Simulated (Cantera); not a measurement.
Mixture: C₂H₄ : O₂ : N₂ : H₂O = 1 : 1.5 : 9 : 0.79 (molar parts), equivalence ratio 2.0, at 0.987 atm, adiabatic and at constant volume. Ignition delay is the time to a rise of 400 K.

Model: GRI-Mech 3.0 (53 species, 325 reactions), integrated in Cantera. GRI-Mech 3.0 was tuned for natural gas; its chemistry of ethylene as a main component is partial and can be far from experiment.

Predict: delay at 1150 K; delay at 1250 K; delay at 1350 K; delay at 1450 K; delay at 1550 K; delay at 1650 K; apparent activation energy between 1450 and 1650 K.

delay at 1150 K: 2.33 ms
delay at 1250 K: 0.212 ms
delay at 1350 K: 70.8 µs
delay at 1450 K: 39.2 µs
delay at 1550 K: 25.9 µs
delay at 1650 K: 18.7 µs
apparent activation energy between 1450 and 1650 K: 74 kJ/mol
